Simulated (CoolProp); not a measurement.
Vapour-liquid equilibrium of R22 (1) + c-C4F8 (RC318) (2) at 328.5 K; x and y are mole fractions of (1).

The numbers come from the multi-fluid Helmholtz-energy mixture model, Kamei 1995 and Platzer 1990; pair parameters Bell 2016 in CoolProp. This equation is an older, rougher fit; its heat capacities, sound speeds and derivatives of the liquid may be far off and weren't checked against measurements.

### Question
Give the bubble pressure and the first vapour's composition at x = 0.05, 0.2, 0.35. Is there an azeotrope?

### Answer
x = 0.05: 0.7888 MPa, y = 0.093; x = 0.2: 1.019 MPa, y = 0.387; x = 0.35: 1.333 MPa, y = 0.599. No azeotrope shows between x = 0.05 and 0.95.

The pair parameters rest on a limited set of measurements; away from them the model extrapolates. The gap from Raoult's law changes sign with composition, which may be real or a fault of the pair parameters; it wasn't checked against measurements.
